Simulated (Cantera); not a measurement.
Input: 1 mol SiHCl3, 0.83 mol C2H4, 540 mol H2, 0.0092 mol C2H2, equilibrated at 10.0 Torr.

Equilibrium computed with Cantera from the NASA thermochemical tables; the gas is ideal and each condensed phase is pure. Candidate condensed phases: C, C6H6, C7H8, C8H18, Si, SiC; 109 gas species. The numbers say what is thermodynamically allowed, not how fast it happens. All values below are at 2423 K.

Base state: H2 0.850, H 0.142, HCl 0.00457, Si 0.00157, C2H2 (acetylene) 0.00134, Cl 0.000542, SiC2 6.61e-5, SiH 4.99e-5 (mole fractions); condensed: gas only.

**Question.** What changes in the equilibrium state with this change: pressure from 10.0 Torr to 39.0 Torr?

**Answer.** 
| species | before | after |
|---|---|---|
| H2 | 0.850 | 0.917 |
| H | 0.142 | 0.0745 |
| HCl | 0.00457 | 0.00500 |
| Si | 0.00157 | 0.00154 |
| SiH2 | 5.22e-6 | 2.16e-5 |
| Si2C | 3.33e-6 | 1.23e-5 |
| SiCl | 4.95e-6 | 1.01e-5 |
The tables' values for SiCl are old estimates; treat these amounts as uncertain. Gases not in the tables: Si2H6 and higher silanes.
